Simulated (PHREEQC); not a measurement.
Phosphoric acid bath: speciation

Solution (25 °C): 160 mmol/kgw NaH2PO4 and 0.14 mmol/kgw K2HPO4. Closed to the air; pH follows from the charge balance.

Equilibrium calculation in PHREEQC: ion-association model, phreeqc.dat.

Precipitation was switched off in this run.

### Question
What pH does the model give?

### Answer
pH 4.47.
